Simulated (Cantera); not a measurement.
An isothermal, constant-pressure homogeneous reactor starts with CH4 : CO2 : H2 = 1 : 0.86 : 0.85 (molar parts), at 1950 K and 5.00 bar.

Model: GRI-Mech 3.0 (53 species, 325 reactions), integrated in Cantera.

One state of this run: x CH4 = 0.00539; x CO2 = 3.80e-6; x H2 = 0.603; x O2 = <1e-12; x HO2 = <1e-12. x: mole fraction; the columns are a selection and need not sum to one.

**Question.** Which value of t (s) does it belong to?
(A) 1.62
(B) 0.000132
(C) 2.00e-5
(D) 0.00569

**Answer.** A, 1.62
